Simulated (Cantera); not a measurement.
Input: 1 mol CH3F, 0.42 mol CH4, 19 mol H2, at 2598.15 K and 0.770 bar.

Cantera equilibrium calculation (NASA polynomials, part measured and part estimated; ideal gas, pure solids and liquids). Candidate condensed phases: C, C6H6, C7H8, C8H18; 95 gas species. Rates play no part.

Base state: H2 0.899, HF 0.0448, H 0.0412, C2H2 (acetylene) 0.0145, C4H2 9.66e-5, CH4 8.02e-5, CH3 6.46e-5, C2H 5.81e-5 (mole fractions); condensed: C(graphite).

Question: What changes in the equilibrium state with this change: temperature from 2598.15 K to 2298.15 K?

Answer: 
```
species             before    after
-----------------  -------  -------
H2                   0.899    0.940
HF                  0.0448   0.0456
H                   0.0412   0.0106
C2H2 (acetylene)    0.0145  0.00402
C2H                5.81e-5  2.04e-6
C4H2               9.66e-5  7.05e-6
C2H2 (vinylidene)  1.55e-5  1.49e-6
C(graphite), mol     0.758     1.24
```
